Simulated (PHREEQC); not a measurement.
Consider water at 25 °C with 22 mmol/kgw CuCl2, 15.4 mmol/kgw H2SO4 and 15 mmol/kgw KCl. It is in equilibrium with CO2 at log p = -3.5 (atm). Otherwise closed; pH follows from the charge balance.

Computed with PHREEQC (ion-association model, phreeqc.dat).

No solid was allowed to form.

Q: Estimate the pH, ionic strength.

A: pH 1.69; ionic strength 0.0999 mol/kgw.

Q: In which forms is Cu present?

A: Cu+2 80 %, CuSO4 15 %, CuCl+ 5.0 % of the Cu.

Species that the database lacks are ignored.
